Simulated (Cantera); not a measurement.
## c-C4F8 + Si (fluorocarbon and chlorocarbon gases)

A closed system holds: 1 mol c-C4F8, 0.049 mol Si, at 1575 K.

Method: chemical equilibrium by Gibbs-energy minimisation in Cantera with the NASA 1993 tables (ideal gas, pure condensed phases). Candidate condensed phases: C, Si, SiC; 23 gas species. The feed counts by its element totals alone. Gases not in the tables: C2F6 and larger saturated fluorocarbons. The numbers say what is thermodynamically allowed, not how fast it happens.

```json
[
 {"P (Pa)": "1", "log p CF4": "-5.04", "log p CF2": "-6.43", "log p F": "-6.44", "log p SiF4": "-6.63", "log p CF3": "-7.91", "log p CF": "-9.95", "log p SiF3": "-11.99", "log p C2F4": "-12.22", "n C(graphite)": "2.03"},
 {"P (Pa)": "3.60", "log p CF4": "-4.47", "log p CF2": "-6.14", "log p F": "-6.30", "log p SiF4": "-6.06", "log p CF3": "-7.48", "log p CF": "-9.80", "log p SiF3": "-11.56", "log p C2F4": "-11.64", "n C(graphite)": "2.04"},
 {"P (Pa)": "13", "log p CF4": "-3.90", "log p CF2": "-5.86", "log p F": "-6.16", "log p SiF4": "-5.50", "log p CF3": "-7.06", "log p CF": "-9.66", "log p SiF3": "-11.14", "log p C2F4": "-11.08", "n C(graphite)": "2.04"},
 {"P (Pa)": "46", "log p CF4": "-3.35", "log p CF2": "-5.58", "log p F": "-6.02", "log p SiF4": "-4.95", "log p CF3": "-6.64", "log p CF": "-9.52", "log p SiF3": "-10.73", "log p C2F4": "-10.53", "n C(graphite)": "2.04"},
 {"P (Pa)": "170", "log p CF4": "-2.78", "log p CF2": "-5.30", "log p F": "-5.88", "log p SiF4": "-4.38", "log p CF3": "-6.21", "log p CF": "-9.38", "log p SiF3": "-10.30", "log p C2F4": "-9.96", "n C(graphite)": "2.05"},
 {"P (Pa)": "600", "log p CF4": "-2.23", "log p CF2": "-5.02", "log p F": "-5.74", "log p SiF4": "-3.83", "log p CF3": "-5.80", "log p CF": "-9.24", "log p SiF3": "-9.89", "log p C2F4": "-9.41", "n C(graphite)": "2.05"},
 {"P (Pa)": "2200", "log p CF4": "-1.67", "log p CF2": "-4.74", "log p F": "-5.60", "log p SiF4": "-3.27", "log p CF3": "-5.38", "log p CF": "-9.10", "log p SiF3": "-9.47", "log p C2F4": "-8.84", "n C(graphite)": "2.05"},
 {"P (Pa)": "7700", "log p CF4": "-1.12", "log p CF2": "-4.47", "log p F": "-5.46", "log p SiF4": "-2.72", "log p CF3": "-4.97", "log p CF": "-8.97", "log p SiF3": "-9.06", "log p C2F4": "-8.30", "n C(graphite)": "2.05"},
 {"P (Pa)": "28000", "log p CF4": "-0.56", "log p CF2": "-4.19", "log p F": "-5.32", "log p SiF4": "-2.16", "log p CF3": "-4.55", "log p CF": "-8.83", "log p SiF3": "-8.64", "log p C2F4": "-7.74", "n C(graphite)": "2.05"},
 {"P (Pa)": "100000", "log p CF4": "-0.01", "log p CF2": "-3.91", "log p F": "-5.18", "log p SiF4": "-1.61", "log p CF3": "-4.14", "log p CF": "-8.69", "log p SiF3": "-8.22", "log p C2F4": "-7.19", "n C(graphite)": "2.05"}
]
```
log p: log10 of the partial pressure in bar; n: condensed amount in mol.

From 1.00 Pa to 1.00 bar the condensed part is C(graphite). The main Si-bearing gas is SiF4 throughout.
